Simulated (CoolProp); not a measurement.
R11 along the isotherm 239.4 K: Z from the reference equation and from simpler models built on Tc = 471.1 K, pc = 44.08 bar, ω = 0.189; each cubic takes its own stable root.

Computed with CoolProp (reference Helmholtz-energy equation of state, Jacobsen 1992).

```csv
p (bar),phase,reference
1.47,liquid,0.006306
2.94,liquid,0.01261
4.41,liquid,0.01891
5.88,liquid,0.02521
7.35,liquid,0.03151
8.82,liquid,0.03781
10.3,liquid,0.04415
11.8,liquid,0.05057
13.2,liquid,0.05656
14.7,liquid,0.06298
16.2,liquid,0.06940
17.6,liquid,0.07538
19.1,liquid,0.08180
20.6,liquid,0.08821
22,liquid,0.09419
```

How far does each simpler model (Redlich-Kwong, Soave-Redlich-Kwong, Peng-Robinson) lie from the reference over these 15 states: mean and median of the absolute difference, and the worst?


- Redlich-Kwong: mean 7.4 %, median 7.4 %, worst +7.4 % at 239.4 K and 1.47 bar
- Soave-Redlich-Kwong: mean 6.1 %, median 6.1 %, worst +6.1 % at 239.4 K and 1.47 bar
- Peng-Robinson: mean 5.7 %, median 5.7 %, worst -5.8 % at 239.4 K and 22 bar
